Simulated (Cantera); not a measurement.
Input: 1 mol B2H6, 9.3 mol NH3, 0.24 mol H2O, held at 1325 K and 29.0 mbar.

Method: chemical equilibrium by Gibbs-energy minimisation in Cantera with the NASA 1993 tables (ideal gas, pure condensed phases). Candidate condensed phases: B, BN, B2O3, B3O3H3, H2O; 39 gas species. The feed counts by its element totals alone. Mutual solubility and eutectic melting of coexisting phases are not modelled. The numbers say what is thermodynamically allowed, not how fast it happens.

Task: What is the equilibrium state?

Result: 
| Property | Result |
|---|---|
| x(H2) | 0.820 |
| x(N2) | 0.178 |
| x(H2O) | 0.00119 |
| x(HBO2) | 0.000838 |
| x(HBO) | 9.18e-5 |
| x(B2O3) | 1.26e-5 |
| x(H) | 8.70e-6 |
| x(NH3) | 1.02e-6 |
| n(BN(s)) | 1.86 mol |
| n(B2O3(l)) | 0.0591 mol |
| gas amount | 20.92 mol |
| log10 activity of B(s) (absent) | -4.14 |
| log10 activity of B3O3H3(s) (absent) | -12.66 |
